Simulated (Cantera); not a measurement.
N2O furnace oxynitridation

An isothermal, constant-pressure homogeneous reactor starts with 97.7 % N2O, 2.27 % H2O, at 1400 K and 0.0132 atm.

Computed with Cantera and GRI-Mech 3.0 (53 species, 325 reactions). GRI-Mech 3.0 was tuned for natural gas; its chemistry of N2O as a main component is partial and can be far from experiment. Radical loss at walls, strong at low pressure, is not modelled. The temperature is held fixed by assumption; the heat of reaction is taken as removed at once.

| t (s) | x N2O | x H2O | x NO | x NO2 | x H2O2 |
|---|---|---|---|---|---|
| 0.000900 | 0.977 | 0.0227 | 2.88e-5 | 3.63e-10 | 1.04e-10 |
| 0.00244 | 0.976 | 0.0227 | 9.49e-5 | 3.08e-8 | 2.68e-9 |
| 0.00659 | 0.975 | 0.0227 | 0.000272 | 1.37e-6 | 4.88e-8 |
| 0.0178 | 0.971 | 0.0226 | 0.000729 | 2.12e-5 | 1.21e-7 |
| 0.0483 | 0.961 | 0.0226 | 0.00191 | 0.000114 | 6.80e-8 |
| 0.131 | 0.934 | 0.0223 | 0.00498 | 0.000337 | 3.14e-8 |
| 0.353 | 0.866 | 0.0218 | 0.0128 | 0.000566 | 1.16e-8 |
| 0.956 | 0.712 | 0.0207 | 0.0307 | 0.000587 | 3.52e-9 |
| 2.59 | 0.440 | 0.0186 | 0.0621 | 0.000388 | 1.12e-9 |
| 7.00 | 0.142 | 0.0163 | 0.0959 | 0.000139 | 5.09e-10 |
x: mole fraction; the columns are a selection and need not sum to one.

Equilibrium at this temperature and pressure: N2O 5.55e-9, H2O 0.0152, NO 0.000830, NO2 8.87e-7, H2O2 1.13e-10 (gas phase only).
